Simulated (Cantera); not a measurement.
Cantera run, input and output.

```python
import numpy as np
import cantera as ct

gas = ct.Solution("gri30.yaml")
gas.TPX = 1823, 71000, {'CH4': 1, 'O2': 2, 'N2': 7.52}
reactor = ct.IdealGasReactor(gas, energy="on", clone=False)
net = ct.ReactorNet([reactor])
net.rtol, net.atol = 1e-08, 1e-16
show = ['CH4', 'O2', 'H2O', 'OH', 'CH2']
times = np.geomspace(1e-05, 0.4, 11)

steps = ct.SolutionArray(gas, extra=["t"])
rows = []
print(f"{'t/s':>10s}{'T/K':>9s}{'P/Pa':>11s}" + "".join(f"{s:>11s}" for s in show))
for t in times:
    while net.time < t:
        t_next = net.step()
        steps.append(gas.state, t=t_next)
    rows.append([np.interp(t, steps.t, y) for y in (steps.T, steps.P, *steps(*show).X.T)])
    print(f"{t:10.3e}{rows[-1][0]:9.1f}{rows[-1][1]:11.4g}" + "".join(f"{x:11.3e}" for x in rows[-1][2:]))
rate = np.gradient(steps.T, steps.t)
print("integrator steps:", len(steps.t))
if steps.T.max() > steps.T[0] + 200:
    print(f"time of steepest temperature rise: {steps.t[rate.argmax()]:.4e} s")
gas.TPX = 1823, 71000, {'CH4': 1, 'O2': 2, 'N2': 7.52}
gas.equilibrate("UV")
print(f"equilibrium (UV): T = {gas.T:.1f} K  " + "  ".join(f"{s} {gas[s].X[0]:.3e}" for s in show))
```

Output:

```
       t/s      T/K       P/Pa        CH4         O2        H2O         OH        CH2
 1.000e-05   1822.4  7.098e+04  9.491e-02  1.901e-01  3.815e-05  1.840e-06  2.067e-09
 2.885e-05   1821.8  7.096e+04  9.444e-02  1.899e-01  2.340e-04  5.110e-06  2.214e-08
 8.326e-05   1834.6  7.158e+04  8.845e-02  1.864e-01  3.870e-03  5.318e-05  1.088e-06
 2.402e-04   2945.3  1.235e+05  6.089e-15  2.835e-02  1.242e-01  3.115e-02  1.381e-13
 6.931e-04   2947.9  1.234e+05  7.320e-15  2.542e-02  1.253e-01  2.974e-02  1.494e-13
 2.000e-03   2945.0  1.232e+05  7.573e-15  2.450e-02  1.254e-01  2.926e-02  1.492e-13
 5.771e-03   2944.9  1.232e+05  7.576e-15  2.449e-02  1.254e-01  2.925e-02  1.492e-13
 1.665e-02   2944.9  1.232e+05  7.576e-15  2.449e-02  1.254e-01  2.925e-02  1.492e-13
 4.804e-02   2944.9  1.232e+05  7.576e-15  2.449e-02  1.254e-01  2.925e-02  1.492e-13
 1.386e-01   2944.9  1.232e+05  7.576e-15  2.449e-02  1.254e-01  2.925e-02  1.492e-13
 4.000e-01   2944.9  1.232e+05  7.576e-15  2.449e-02  1.254e-01  2.925e-02  1.492e-13
integrator steps: 1681
time of steepest temperature rise: 1.2769e-04 s
equilibrium (UV): T = 2944.9 K  CH4 1.008e-14  O2 2.449e-02  H2O 1.254e-01  OH 2.925e-02  CH2 1.572e-13
```

Model: GRI-Mech 3.0 (53 species, 325 reactions), integrated in Cantera.
